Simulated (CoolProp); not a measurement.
A Linde-Hampson liquefier for oxygen: isothermal reversible compression at 300 K from 1 atm to 15 MPa, throttling to 1 atm, return gas leaving the recuperator 10 K below the feed. Each further row changes one setting.

Values from CoolProp's reference Helmholtz-energy equation of state, Schmidt 1985.

```
case                        liquid yield per pass  compression work (kJ/kg of gas)
--------------------------  ---------------------  -------------------------------
as stated                                   0.062                              384
high pressure 30 MPa                        0.117                              435
warm-end temperature 330 K                  0.043                              425
warm-end gap 15 K                           0.051                              384
```

Above 300 K oxygen's equation is extrapolated.
